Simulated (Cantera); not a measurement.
**CH3OH + H2O + H2 (carbon deposition, reforming and gasification)**

Feed: 1 mol CH3OH, 0.27 mol H2O, 59 mol H2, held at 1348.15 K and 5.50 bar.

Method: chemical equilibrium by Gibbs-energy minimisation in Cantera with the NASA 1993 tables (ideal gas, pure condensed phases). Candidate condensed phases: C, C6H6, C7H8, C8H18, H2O; 110 gas species. The numbers say what is thermodynamically allowed, not how fast it happens.

The x(H2) is 0.977 and the x(CO) is 0.0140. The x(H2O) is 0.00640 and the x(CH4) comes out as 0.00210. The x(CO2) is 4.68e-5 and the gas amount is 62.01 mol. The log10 activity of C(graphite) (absent) comes out as -1.16.
